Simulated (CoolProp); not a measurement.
Properties of trans-2-butene along the isotherm 356.6 K.

Computed with CoolProp (reference Helmholtz-energy equation of state, Lemmon 2005). It is a short technical equation, of lower accuracy than the large ones.

```tsv
p (bar)	phase	density (kg/m³)	cp (kJ/(kg K))	Joule-Thomson coefficient (K/MPa)
8.37	gas	18.70	2.043	19.51
16.7	liquid	521.3	2.708	0.08606
25.1	liquid	[?]	2.681	[?]
33.5	liquid	527.5	2.659	[?]
41.9	liquid	530.3	2.638	-0.006259
50.2	liquid	[?]	[?]	-0.03037
58.6	liquid	535.6	[?]	-0.05242
67	liquid	538.0	2.589	-0.07247
75.4	liquid	540.4	2.575	-0.09079
83.7	liquid	542.6	[?]	-0.1074
92.1	liquid	544.8	2.551	-0.1230
100	liquid	546.8	[?]	-0.1365
```

Question: Fill in the missing entries.

Answer: 
- 25.1, density (kg/m³): 524.5
- 25.1, Joule-Thomson coefficient (K/MPa): 0.05144
- 33.5, Joule-Thomson coefficient (K/MPa): 0.02091
- 50.2, density (kg/m³): 533.0
- 50.2, cp (kJ/(kg K)): 2.620
- 58.6, cp (kJ/(kg K)): 2.604
- 83.7, cp (kJ/(kg K)): 2.563
- 100, cp (kJ/(kg K)): 2.541
